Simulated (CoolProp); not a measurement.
R143a along the isotherm 265.5 K: density (kg/m³) from the reference equation and from simpler models built on Tc = 345.9 K, pc = 3.762 MPa, ω = 0.261; each cubic takes its own stable root.

Values from CoolProp's reference Helmholtz-energy equation of state, Lemmon and Jacobsen 2000.

```tsv
p (MPa)	phase	reference	van der Waals	Soave-Redlich-Kwong	Peng-Robinson
0.00595	gas	0.2269	0.2267	0.2268	0.2268
0.00961	gas	0.3668	0.3664	0.3666	0.3666
0.0155	gas	0.5924	0.5914	0.5920	0.5921
0.0251	gas	0.9617	0.9591	0.9606	0.9609
0.0405	gas	1.558	1.551	1.555	1.556
0.0655	gas	2.536	2.518	2.528	2.530
0.106	gas	4.149	4.100	4.128	…
0.171	gas	6.814	6.682	6.757	6.772
0.276	gas	…	10.97	…	11.22
0.446	gas	19.38	18.26	18.88	19.00
0.721	liquid	1051	31.16	880.8	998.9
1.16	liquid	…	56.05	883.8	1002
1.88	liquid	1056	595.5	888.5	1007
```

Question: What belongs in the gaps?

Answer: 
- 0.106, Peng-Robinson: 4.134
- 0.276, reference: 11.34
- 0.276, Soave-Redlich-Kwong: 11.18
- 1.16, reference: 1053

At some of these states van der Waals gives the other phase, because its saturation line lies elsewhere.
